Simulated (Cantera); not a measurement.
What does this Cantera script print?

```python
import numpy as np
import cantera as ct

gas_names = [...]  # 140 gases of nasa_gas.yaml made of C, Fe, H, N, O
cond_names = """
    C(gr) C6H6(L) C7H8(L) C8H18(L),n-octa Fe(a) Fe(c) Fe(d) Fe(L) FeC5O5(L) FeO(s) FeO(L) Fe(OH)2(s)
    Fe(OH)3(s) Fe2O3(s) Fe3O4(s) H2O(s) H2O(L)
""".split()


# ... load() reads the species with a 1 bar reference pressure and builds the phases ...
atoms = {
    'Fe3O4': {'Fe': 3, 'O': 4},
    'CH4': {'C': 1, 'H': 4},
    'N2': {'N': 2},
}
top_T = {'C(gr)': 4500, 'Fe2O3(s)': 1830, 'Fe3O4(s)': 1870}  # K; cautious upper limits of use, not melting points


# ... equilibrate(T, P, feed) seeds the gas with the atoms and calls Mixture.equilibrate('TP', solver="vcs", rtol=1e-11, max_steps=5000) ...
results = []
feed = {'Fe3O4': 1, 'CH4': 0.69, 'N2': 0.16}  # mol
P = 2200  # Pa
for T in [1048, 1098, 1148, 1198, 1248, 1298, 1348, 1398, 1448, 1498, 1548, 1598, 1648, 1698]:
    mix = equilibrate(T, P, feed)
    results.append((T, P, feed, dict(zip(mix.species_names, mix.species_moles))))

top = {s: max(r[3][s] / sum(r[3][g] for g in gas_names) for r in results) for s in gas_names}
cols = sorted((s for s in top if top[s] > 0.0001), key=lambda s: -top[s])[:7]
seen = [c for c in cond_names if any(r[3].get(c, 0) > 1e-12 for r in results)]
print("log10 of partial pressures in bar; condensed amounts in mol")
print(f"{'T/K':>10s}" + "".join(f"{s[:9]:>10s}" for s in cols + seen))
for T, P, feed, n in results:
    ng = sum(n[g] for g in gas_names)
    print(f"{T:10.4g}" + "".join(f"{np.log10(max(n[s] / ng * P / 1e5, 1e-99)):10.3f}" for s in cols)
          + "".join(f"{n.get(c, 0):10.4g}" for c in seen))
```

It prints:

```
log10 of partial pressures in bar; condensed amounts in mol
       T/K        H2        CO       H2O        N2       CO2         H        Fe     Fe(a)     Fe(c)     Fe(d)    FeO(s)    FeO(L)
      1048    -1.945    -2.260    -2.644    -2.802    -2.884    -9.085   -12.853   0.05277         0         0     2.947         0
      1098    -1.954    -2.255    -2.602    -2.802    -2.905    -8.584   -11.934   0.06971         0         0      2.93         0
      1148    -1.963    -2.251    -2.564    -2.802    -2.924    -8.126   -11.098   0.08722         0         0     2.913         0
      1198    -1.972    -2.247    -2.531    -2.802    -2.941    -7.707   -10.334         0    0.1046         0     2.895         0
      1248    -1.981    -2.244    -2.501    -2.802    -2.957    -7.321    -9.633         0    0.1219         0     2.878         0
      1298    -1.989    -2.241    -2.475    -2.802    -2.971    -6.964    -8.987         0    0.1382         0     2.862         0
      1348    -1.997    -2.239    -2.451    -2.802    -2.985    -6.634    -8.390         0    0.1534         0     2.847         0
      1398    -2.004    -2.236    -2.431    -2.802    -2.998    -6.327    -7.836         0    0.1676         0     2.832         0
      1448    -2.011    -2.234    -2.413    -2.802    -3.011    -6.041    -7.322         0    0.1806         0     2.819         0
      1498    -2.018    -2.232    -2.397    -2.802    -3.023    -5.774    -6.842         0    0.1927         0     2.807         0
      1548    -2.024    -2.230    -2.382    -2.802    -3.034    -5.523    -6.395         0    0.2039         0     2.796         0
      1598    -2.030    -2.229    -2.370    -2.802    -3.045    -5.289    -5.976         0    0.2141         0     2.786         0
      1648    -2.035    -2.227    -2.358    -2.802    -3.056    -5.068    -5.584         0    0.2234         0     2.776         0
      1698    -2.034    -2.223    -2.362    -2.802    -3.085    -4.857    -5.215         0         0    0.2135         0     2.786
```

Cantera equilibrium calculation (NASA polynomials, part measured and part estimated; ideal gas, pure solids and liquids). Mutual solubility and eutectic melting of coexisting phases are not modelled. The tables' stoichiometric FeO is somewhat more stable than real wüstite, so its field is too wide. FeO: taken at fixed stoichiometry.
